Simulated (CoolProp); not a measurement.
Properties of ethanol along the isobar 0.772 bar.

The numbers come from the reference Helmholtz-energy equation of state, Schroeder 2014 in CoolProp.

| T (K) | phase | density (kg/m³) | isothermal compressibility (1/MPa) | viscosity (µPa s) |
|---|---|---|---|---|
| 284.1 | liquid | 797.1 | 0.001060 | 1440 |
| 296.8 | liquid | 786.3 | 0.001154 | 1110 |
| 309.5 | liquid | 775.3 | 0.001260 | 875 |
| 322.2 | liquid | 764.0 | 0.001380 | 700 |
| 334.9 | liquid | 752.4 | 0.001522 | 568 |
| 347.6 | gas | 1.263 | 13.31 | 10.3 |
| 360.3 | gas | 1.213 | 13.25 | 10.7 |
| 373 | gas | 1.168 | 13.20 | 11.0 |
| 385.7 | gas | 1.126 | 13.16 | 11.4 |
| 398.4 | gas | 1.088 | 13.13 | 11.8 |
| 411.1 | gas | 1.052 | 13.10 | 12.2 |
| 423.8 | gas | 1.019 | 13.08 | 12.6 |
| 436.5 | gas | 0.9881 | 13.06 | 12.9 |
| 449.2 | gas | 0.9591 | 13.05 | 13.3 |

Viscosity comes from a separate model (Kiselev 2005).
